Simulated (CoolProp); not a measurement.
Vapour-liquid equilibrium of diethyl ether (1) + ethanol (2) at 321.9 K; x and y are mole fractions of (1).

Model: multi-fluid Helmholtz-energy mixture model, Thol 2014 and Schroeder 2014; pair parameters Bell 2016, in CoolProp.

```csv
x,"bubble pressure, mixture model (bar)","bubble pressure, Raoult's law (bar)","y, mixture model","y, Raoult's law"
0.05,[?],0.3450,0.399,0.238
0.2,0.8281,0.5496,0.717,0.597
0.35,[?],0.7541,[?],0.761
0.5,[?],0.9586,[?],0.856
0.65,[?],1.163,0.887,0.917
0.8,1.472,1.368,0.924,0.960
0.95,[?],1.572,0.977,0.991
```

### Question
Fill in the missing entries.

### Answer

- 0.05, bubble pressure, mixture model (bar): 0.4418
- 0.35, bubble pressure, mixture model (bar): 1.075
- 0.35, y, mixture model: 0.808
- 0.5, bubble pressure, mixture model (bar): 1.235
- 0.5, y, mixture model: 0.853
- 0.65, bubble pressure, mixture model (bar): 1.356
- 0.95, bubble pressure, mixture model (bar): 1.597

The largest gap from Raoult's law is +50.7 % in bubble pressure, at x = 0.2. No azeotrope shows between x = 0.05 and 0.95.

Pair parameters are fitted to limited data, so mixtures are less certain than the pure fluids. With so large a gap from Raoult's law the liquid may split in two, which this calculation doesn't test in full.
